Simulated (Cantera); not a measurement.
A diamond (100) surface in a fixed gas of H2 with x(CH4) = 0.011, x(H) = 0.0047, x(CH3) = 1.6e-05, 0.0908 atm; coverages are run to steady state.

Model: the Harris–Goodwin 1993 mechanism for the reconstructed diamond (100) surface, integrated in Cantera.

θ: site fractions in the mechanism's names (c6HH fully hydrogenated, c6H* and c6*H radical sites, c6** diradical, c6HM methylated).

| T (K) | growth (µm/h) | θ c6HH | θ c6H* | θ c6*H | θ c6** | θ c6HM |
|---|---|---|---|---|---|---|
| 900 | 0.460 | 0.690 | 0.0105 | 0.292 | 0.00437 | 0.00286 |
| 975 | … | … | … | … | … | … |
| 1050 | 0.897 | 0.553 | 0.0229 | 0.409 | 0.0134 | 0.00141 |
| 1125 | 0.938 | 0.494 | 0.0304 | 0.454 | 0.0205 | 0.000830 |
| 1200 | … | … | … | 0.489 | … | … |
| 1275 | 0.426 | 0.399 | 0.0463 | 0.515 | 0.0389 | 0.000100 |
| 1350 | 0.340 | 0.363 | 0.0541 | 0.533 | 0.0494 | 2.62e-5 |

Problem. Complete the blanks.

Solution. 
- 975, growth (µm/h): 0.683
- 975, θ c6HH: 0.619
- 975, θ c6H*: 0.0162
- 975, θ c6*H: 0.354
- 975, θ c6**: 0.00806
- 975, θ c6HM: 0.00203
- 1200, growth (µm/h): 0.683
- 1200, θ c6HH: 0.443
- 1200, θ c6H*: 0.0383
- 1200, θ c6**: 0.0291
- 1200, θ c6HM: 0.000341
